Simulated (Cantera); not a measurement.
Cantera with NASA thermochemical tables; ideal gases at 1 bar, condensed phases pure. Values are per mole of reaction as written; species without (g) are pure solids or liquids, kept so even where they would boil at 1 bar.

H2S(g) + SiH2(g) ⇌ S + SiH4(g), with ΔH° = -190.5 kJ and ΔS° = -176.6 J/K at 300 K.

Question: How far is the shortcut ΔG° ≈ ΔH°(300 K) − T·ΔS°(300 K) from the full temperature-dependent value at 448, 498, 548, 598, 648, 698, 748, 798, 848, 898, 948 K?

Answer: 
```json
[
 {"T (K)": "448", "shortcut (kJ)": "-111.4", "full (kJ)": "-111.8", "difference (kJ)": "0.4", "difference in log10 K": "-0.04", "condensed phases": "S(l)"},
 {"T (K)": "498", "shortcut (kJ)": "-102.6", "full (kJ)": "-103.3", "difference (kJ)": "0.8", "difference in log10 K": "-0.08", "condensed phases": "S(l)"},
 {"T (K)": "548", "shortcut (kJ)": "-93.8", "full (kJ)": "-95.0", "difference (kJ)": "1.2", "difference in log10 K": "-0.12", "condensed phases": "S(l)"},
 {"T (K)": "598", "shortcut (kJ)": "-84.9", "full (kJ)": "-86.7", "difference (kJ)": "1.8", "difference in log10 K": "-0.16", "condensed phases": "S(l)"},
 {"T (K)": "648", "shortcut (kJ)": "-76.1", "full (kJ)": "-78.5", "difference (kJ)": "2.5", "difference in log10 K": "-0.20", "condensed phases": "S(l)"},
 {"T (K)": "698", "shortcut (kJ)": "-67.3", "full (kJ)": "-70.4", "difference (kJ)": "3.1", "difference in log10 K": "-0.23", "condensed phases": "S(l)"},
 {"T (K)": "748", "shortcut (kJ)": "-58.4", "full (kJ)": "-62.3", "difference (kJ)": "3.8", "difference in log10 K": "-0.27", "condensed phases": "S(l)"},
 {"T (K)": "798", "shortcut (kJ)": "-49.6", "full (kJ)": "-54.2", "difference (kJ)": "4.6", "difference in log10 K": "-0.30", "condensed phases": "S(l)"},
 {"T (K)": "848", "shortcut (kJ)": "-40.8", "full (kJ)": "-46.1", "difference (kJ)": "5.4", "difference in log10 K": "-0.33", "condensed phases": "S(l)"},
 {"T (K)": "898", "shortcut (kJ)": "-31.9", "full (kJ)": "-38.1", "difference (kJ)": "6.2", "difference in log10 K": "-0.36", "condensed phases": "S(l)"},
 {"T (K)": "948", "shortcut (kJ)": "-23.1", "full (kJ)": "-30.2", "difference (kJ)": "7.0", "difference in log10 K": "-0.39", "condensed phases": "S(l)"}
]
```
The shortcut ignores heat capacities and the phase changes listed.
